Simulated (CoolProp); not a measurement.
The fluid at 228.73 K and 3.23 MPa (liquid) is heated at constant pressure to 402.7 K. The same conditions are run with several fluids, on thermodynamics alone (safety and materials aside).

The numbers come from the reference Helmholtz-energy equation of state of each fluid (cis-2-butene: Lemmon 2005; isobutane: Bücker 2006; R245fa: Akasaka 2015; R134a: Tillner-Roth 1994; ethylene: Smukala 2000) in CoolProp.

Q: Rank cis-2-butene, isobutane, R245fa, R134a, ethylene by heat (kJ/kg), highest first.

A: ethylene (658), isobutane (588), cis-2-butene (414), R134a (347), R245fa (241)

```
fluid         final phase  final density (kg/m³)
------------  -----------  ---------------------
cis-2-butene       liquid                    458
isobutane             gas                    113
R245fa             liquid                    969
R134a                 gas                    131
ethylene              gas                   29.0
```
